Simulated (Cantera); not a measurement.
# Equilibrium for halide evaporation, hydrolysis and transport: SrCl2 + H2O + H2

A closed system holds: 1 mol SrCl2, 9 mol H2O, 170 mol H2, at 1675 K and 1330 Pa.

Equilibrium computed with Cantera from the NASA thermochemical tables; the gas is ideal and each condensed phase is pure. Candidate condensed phases: H2O, Sr, SrCl2, SrO, Sr(OH)2; 20 gas species. Condensed phases not in the tables: oxide chlorides. Kinetics and transport are ignored.

| Property | Result |
|---|---|
| x(H2) | 0.943 |
| x(H2O) | 0.0483 |
| x(SrCl2) | 0.00385 |
| x(HCl) | 0.00334 |
| x(H) | 0.000977 |
| x(SrCl) | 5.59e-5 |
| x(Sr) | 5.83e-6 |
| x(SrOH) | 5.27e-6 |
| x(Cl) | 2.70e-6 |
| n(SrO(s)) | 0.294 mol |
| gas amount | 180.1 mol |
| log10 activity of SrCl2(l) (absent) | -1.97 |
| log10 activity of Sr(OH)2(l) (absent) | -4.69 |
| log10 activity of Sr(l) (absent) | -7.12 |
